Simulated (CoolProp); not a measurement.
Carbonyl sulfide along the isotherm 423.4 K: fugacity coefficient from the reference equation and from simpler models built on Tc = 378.8 K, pc = 6369 kPa, ω = 0.098; each cubic takes its own stable root.

The numbers come from the reference Helmholtz-energy equation of state, Lemmon 2006 in CoolProp. It is a short technical equation, of lower accuracy than the large ones.

| p (kPa) | phase | reference |
|---|---|---|
| 5560 | gas | 0.8008 |
| 11100 | supercritical | 0.6157 |
| 16700 | supercritical | 0.4875 |
| 22200 | supercritical | 0.4205 |
| 27800 | supercritical | 0.3815 |
| 33300 | supercritical | 0.3584 |
| 38900 | supercritical | 0.3444 |
| 44400 | supercritical | 0.3368 |
| 50000 | supercritical | 0.3335 |

Task: How far does each simpler model (van der Waals, Redlich-Kwong) lie from the reference over these 9 states: mean and median of the absolute difference, and the worst?

Result: 
- van der Waals: mean 10.1 %, median 8.9 %, worst +24.1 % at 423.4 K and 50000 kPa
- Redlich-Kwong: mean 2.8 %, median 3.0 %, worst +5.3 % at 423.4 K and 50000 kPa
